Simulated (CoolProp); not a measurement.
R152A at 293.15 K and 11.8 MPa flows at 0.44 m/s in a round tube of 6 mm bore and 45 µm roughness, fully developed (64/Re and Nu = 3.66 if laminar; Colebrook and Gnielinski if turbulent). Each further row changes one setting.

Values from CoolProp's reference Helmholtz-energy equation of state, Outcalt 1996. It is a modified Benedict-Webb-Rubin equation, recast in Helmholtz form.

```json
[
 {"case": "as stated", "Reynolds number": "12400", "Darcy friction factor": "0.0395", "pressure drop (Pa/m)": "602", "heat-transfer coefficient (W/(m² K))": "1600", "mass flow (kg/h)": "42.3"},
 {"case": "velocity 0.88 m/s", "Reynolds number": "24700", "Darcy friction factor": "0.0372", "pressure drop (Pa/m)": "2270", "heat-transfer coefficient (W/(m² K))": "3190", "mass flow (kg/h)": "84.6"},
 {"case": "diameter 12 mm", "Reynolds number": "24700", "Darcy friction factor": "0.0319", "pressure drop (Pa/m)": "243", "heat-transfer coefficient (W/(m² K))": "1420", "mass flow (kg/h)": "169"}
]
```

Viscosity comes from a separate model (Bell 2016), an estimate that may be off by 10 % or more. Thermal conductivity comes from a separate model (Krauss 1996).
